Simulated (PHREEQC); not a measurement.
# Buffer: an equilibrium model

Dissolve 0.0011 mol NaHSO4 and 0.021 mol Na2CO3 per kg of water at 29 °C. Closed to the air; pH follows from the charge balance.

Equilibrium calculation in PHREEQC: ion-association model, phreeqc.dat.

Precipitation was switched off in this run.

Problem. Estimate the pH, density, specific conductance.

Solution. pH 10.83; density 0.998 g/cm³; specific conductance 3920 µS/cm.

Problem. In which forms is C present?

Solution. CO3-2 64 %, NaCO3- 25 %, HCO3- 11 % of the C.
